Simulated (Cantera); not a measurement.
Charge: 1 mol Ta2O5, 0.52 mol CH4, 18 mol H2, held at 2600 K and 23000 Pa.

Cantera's Mixture.equilibrate('TP', solver="vcs", rtol=1e-11, max_steps=5000) on the NASA tables stopped like this:

```
ERROR: FAILURE its = 5001!

*******************************************************************************
CanteraError thrown by MultiPhase::equilibrate:
VCS solver failed. Return code: -1
*******************************************************************************
```

Question: What got this run through?

Answer: This is not unique; one that fits is The failure is numerical, not chemical. The same input converged with solver="gibbs", rtol=1e-10, max_steps=50000, and the result passed a check of the equilibrium conditions:
```
T = 2600 K  P = 23000 Pa  gas = 20.51 mol
   x: H2 8.823e-01  H 7.518e-02  CO 2.532e-02  H2O 8.528e-03  TaO2 6.649e-03  TaO 1.758e-03  OH 1.681e-04  CO2 3.782e-05  O 9.271e-06
   condensed (mol): Ta(cr) 0.2308  Ta2O5(L) 0.7984
```

The gas is ideal and each condensed phase is pure. Mutual solubility and eutectic melting of coexisting phases are not modelled. Condensed phases not in the tables: Ta2C, N, O or C dissolved in the metal.
